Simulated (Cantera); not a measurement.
Feed: 1 mol SiHCl3, 2.7 mol HCl, 21 mol N2, held at 873.15 K and 24.0 mbar.

Equilibrium computed with Cantera from the NASA thermochemical tables; the gas is ideal and each condensed phase is pure. Candidate condensed phases: NH4Cl, Si, Si3N4; 28 gas species. N2 is the only nitrogen source here; it is nearly inert below about 1500 K, so the nitride shown seldom forms there in practice. The numbers say what is thermodynamically allowed, not how fast it happens.

Base state: N2 0.842, HCl 0.101, SiCl4 0.0322, H2 0.0240, SiHCl3 1.64e-5 (mole fractions); condensed: Si3N4(s).

Q: What changes in the equilibrium state with this change: temperature from 873.15 K to 1673.15 K?

A: 
| species | before | after |
|---|---|---|
| N2 | 0.842 | 0.822 |
| HCl | 0.101 | 0.131 |
| SiCl2 | 6.07e-9 | 0.0294 |
| SiCl4 | 0.0322 | 0.00312 |
| H2 | 0.0240 | 0.00686 |
| Cl | <1e-9 | 0.000909 |
| H | <1e-9 | 6.10e-5 |
| SiCl3 | 1.82e-6 | 0.00663 |
| SiHCl3 | 1.64e-5 | 2.93e-5 |
| Si3N4(s), mol | 0.0675 | 0 |
The tables' values for SiCl3 are old estimates; treat these amounts as uncertain.
